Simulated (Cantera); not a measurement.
Charge: 1 mol CuO, 4.4 mol HF, equilibrated at 133 Pa.

Method: chemical equilibrium by Gibbs-energy minimisation in Cantera with the NASA 1993 tables (ideal gas, pure condensed phases). Candidate condensed phases: Cu, CuF2, CuO, Cu(OH)2, Cu2O, H2O; 27 gas species. Rates play no part.

x: gas mole fraction; n: condensed amount in mol.

```json
[
 {"T (K)": "725", "x HF": "1.000", "x O2": "4.30e-7", "x CuF": "1.43e-8", "x H2O": "0.000265", "x Cu": "<1e-12", "x CuF2": "7.05e-8", "n CuF2(s)": "0.00117", "n CuO(s)": "0.999", "n Cu2O(s)": "0"},
 {"T (K)": "775", "x HF": "1.000", "x O2": "7.95e-6", "x CuF": "2.27e-7", "x H2O": "0.000117", "x Cu": "<1e-12", "x CuF2": "1.15e-6", "n CuF2(s)": "0.000507", "n CuO(s)": "0.999", "n Cu2O(s)": "6.95e-5"},
 {"T (K)": "825", "x HF": "1.000", "x O2": "0.000102", "x CuF": "2.54e-6", "x H2O": "5.69e-5", "x Cu": "<1e-12", "x CuF2": "1.32e-5", "n CuF2(s)": "0.000187", "n CuO(s)": "0.998", "n Cu2O(s)": "0.000892"},
 {"T (K)": "875", "x HF": "0.999", "x O2": "0.000967", "x CuF": "1.49e-5", "x H2O": "6.22e-5", "x Cu": "<1e-12", "x CuF2": "5.48e-5", "n CuF2(s)": "0", "n CuO(s)": "0.983", "n Cu2O(s)": "0.00849"},
 {"T (K)": "925", "x HF": "0.993", "x O2": "0.00713", "x CuF": "5.21e-5", "x H2O": "0.000128", "x Cu": "1.15e-11", "x CuF2": "0.000101", "n CuF2(s)": "0", "n CuO(s)": "0.873", "n Cu2O(s)": "0.0631"},
 {"T (K)": "975", "x HF": "0.957", "x O2": "0.0425", "x CuF": "0.000155", "x H2O": "0.000243", "x Cu": "1.19e-10", "x CuF2": "0.000165", "n CuF2(s)": "0", "n CuO(s)": "0.218", "n Cu2O(s)": "0.390"},
 {"T (K)": "1025", "x HF": "0.945", "x O2": "0.0537", "x CuF": "?", "x H2O": "?", "x Cu": "?", "x CuF2": "0.000198", "n CuF2(s)": "0", "n CuO(s)": "0", "n Cu2O(s)": "0.499"},
 {"T (K)": "1075", "x HF": "0.944", "x O2": "0.0537", "x CuF": "?", "x H2O": "?", "x Cu": "?", "x CuF2": "0.000206", "n CuF2(s)": "0", "n CuO(s)": "0", "n Cu2O(s)": "0.497"},
 {"T (K)": "1125", "x HF": "0.943", "x O2": "0.0537", "x CuF": "0.00226", "x H2O": "0.00133", "x Cu": "1.07e-7", "x CuF2": "0.000197", "n CuF2(s)": "0", "n CuO(s)": "0", "n Cu2O(s)": "0.494"},
 {"T (K)": "1175", "x HF": "0.939", "x O2": "0.0536", "x CuF": "0.00445", "x H2O": "0.00240", "x Cu": "7.06e-7", "x CuF2": "0.000179", "n CuF2(s)": "0", "n CuO(s)": "0", "n Cu2O(s)": "0.489"},
 {"T (K)": "1225", "x HF": "0.934", "x O2": "0.0535", "x CuF": "0.00813", "x H2O": "0.00423", "x Cu": "4.00e-6", "x CuF2": "0.000160", "n CuF2(s)": "0", "n CuO(s)": "0", "n Cu2O(s)": "0.481"},
 {"T (K)": "1275", "x HF": "0.925", "x O2": "0.0534", "x CuF": "0.0140", "x H2O": "0.00716", "x Cu": "1.97e-5", "x CuF2": "0.000141", "n CuF2(s)": "0", "n CuO(s)": "0", "n Cu2O(s)": "0.467"},
 {"T (K)": "1325", "x HF": "0.912", "x O2": "0.0531", "x CuF": "0.0231", "x H2O": "0.0117", "x Cu": "8.59e-5", "x CuF2": "0.000124", "n CuF2(s)": "0", "n CuO(s)": "0", "n Cu2O(s)": "0.445"},
 {"T (K)": "1375", "x HF": "0.892", "x O2": "0.0528", "x CuF": "0.0363", "x H2O": "0.0182", "x Cu": "0.000336", "x CuF2": "0.000108", "n CuF2(s)": "0", "n CuO(s)": "0", "n Cu2O(s)": "0.413"}
]
```

Some entries are withheld; supply them.


- 1075, x CuF: 0.00105
- 1075, x H2O: 0.000731
- 1075, x Cu: 1.35e-8
- 1025, x CuF: 0.000431
- 1025, x H2O: 0.000413
- 1025, x Cu: 1.38e-9
